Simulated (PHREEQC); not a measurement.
Brine: speciation

Dissolve 0.76 mol K2CO3, 0.0097 mol H3BO3 and 0.32 mol KBr per kg of water at 20 °C. Closed to the air; pH follows from the charge balance.

All values are PHREEQC results (Pitzer model, pitzer.dat), not measurements.

The pH comes out as 11.55 and the ionic strength is 2.59 mol/kgw. The activity of water is 0.957 and the density comes out as 1.108 g/cm³. The osmotic coefficient comes out as 0.824. The total alkalinity is 1520 meq/kg.

```csv
species,molality,activity,log γ
K+,1.84,0.915,-0.303
CO3-2,0.748,0.0903,-0.918
Br-,0.320,0.191,-0.225
HCO3-,0.0121,0.00621,-0.291
B(OH)4-,0.00966,0.00518,-0.270
OH-,0.00248,0.00232,-0.029
B(OH)3,4.44e-5,2.66e-5,-0.224
CO2,3.58e-8,4.32e-8,0.082
```

No solid was allowed to form. Complexes and solids missing from the database can't appear. In brines, pH and single-ion activities rest on the MacInnes convention.
